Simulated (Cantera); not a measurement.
An isothermal, constant-pressure homogeneous reactor starts with 0.179 % CO, 0.249 % O2, 0.0905 % H2O, 99.5 % N2, at 1475 K and 760 Torr.

Cantera simulation using GRI-Mech 3.0 (53 species, 325 reactions); the numbers are that mechanism's predictions, not measurements.

### Question
Predict: x(CO) at 7.00 s; x(O2) at 7.00 s; x(H2O) at 7.00 s; x(N2O) at 7.00 s; x(H2) at 7.00 s; x(O) at 7.00 s.

### Answer
x(CO) at 7.00 s: 1.51e-7 (gas-phase equilibrium 1.53e-7)
x(O2) at 7.00 s: 0.00159 (gas-phase equilibrium 0.00154)
x(H2O) at 7.00 s: 0.000905 (gas-phase equilibrium 0.000905)
x(N2O) at 7.00 s: 7.48e-9 (gas-phase equilibrium 7.31e-9)
x(H2) at 7.00 s: 3.07e-8 (gas-phase equilibrium 3.11e-8)
x(O) at 7.00 s: 1.15e-7 (gas-phase equilibrium 1.13e-7)
